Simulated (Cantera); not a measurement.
# Adiabatic ignition

An adiabatic, constant-pressure homogeneous reactor starts with H2 : O2 : N2 = 1 : 1.52 : 5.7 (molar parts), equivalence ratio 0.33, at 1323 K and 4.93 atm.

Computed with Cantera and GRI-Mech 3.0 (53 species, 325 reactions). The hydrogen kinetics of GRI-Mech 3.0 are dated; newer H2 mechanisms differ, most at raised pressure.

```csv
t (s),T (K),x H2,x O2,x NO,x O,x NO2
1.00e-6,1323,0.122,0.185,<1e-12,4.44e-8,<1e-12
2.46e-6,1323,0.122,0.185,<1e-12,1.05e-6,<1e-12
6.06e-6,1370,0.106,0.177,4.10e-8,0.00182,6.83e-11
1.49e-5,2106,0.00155,0.128,2.29e-5,0.00371,6.84e-8
3.67e-5,2161,0.000289,0.131,2.75e-5,0.000690,7.98e-8
9.04e-5,2169,0.000153,0.131,3.07e-5,0.000370,7.25e-8
0.000223,2169,0.000149,0.131,3.69e-5,0.000362,8.64e-8
0.000548,2169,0.000149,0.131,5.21e-5,0.000361,1.22e-7
0.00135,2169,0.000149,0.131,8.95e-5,0.000361,2.10e-7
0.00332,2169,0.000149,0.131,0.000181,0.000361,4.24e-7
0.00817,2169,0.000149,0.131,0.000403,0.000359,9.46e-7
0.0201,2167,0.000148,0.131,0.000934,0.000356,2.19e-6
0.0495,2165,0.000145,0.130,0.00213,0.000349,5.01e-6
0.122,2160,0.000141,0.129,0.00443,0.000337,1.04e-5
0.300,2154,0.000137,0.128,0.00721,0.000322,1.71e-5
```
x: mole fraction; the columns are a selection and need not sum to one.

```yaml
time_of_steepest_temperature_rise: 7.00 µs
temperature at 0.300 s: 2154 K
equilibrium_temperature: 2151 K
x(H2) at 0.300 s: 0.000137 (gas-phase equilibrium 0.000135)
x(O2) at 0.300 s: 0.128 (gas-phase equilibrium 0.127)
x(NO) at 0.300 s: 0.00721 (gas-phase equilibrium 0.00848)
```
